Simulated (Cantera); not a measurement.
# Reactions in the system Cu-F-N-O

Source: NASA polynomial tables (part measured, part estimated), evaluated in Cantera. Values are per mole of reaction as written; species without (g) are pure solids or liquids, kept so even where they would boil at 1 bar.

N2O(g) + 2 CuF2(g) = Cu2O + 4 F(g) + 2 N(g)

```tsv
T (K)	ΔH° (kJ)	ΔS° (J/K)	ΔG° (kJ)	log10 K	condensed phases
875	1571.5	332.3	1280.8	-76.46	Cu2O(s)
1075	1579.4	340.4	1213.5	-58.96	Cu2O(s)
1275	1587.5	347.3	1144.7	-46.89	Cu2O(s)
1475	1596.4	353.8	1074.5	-38.05	Cu2O(s)
1675	1671.1	402.8	996.4	-31.07	Cu2O(l)
1875	1680.7	408.2	915.3	-25.50	Cu2O(l)
2075	1689.9	412.9	833.1	-20.97	Cu2O(l)
2275	1698.8	417.0	750.2	-17.22	Cu2O(l)
```
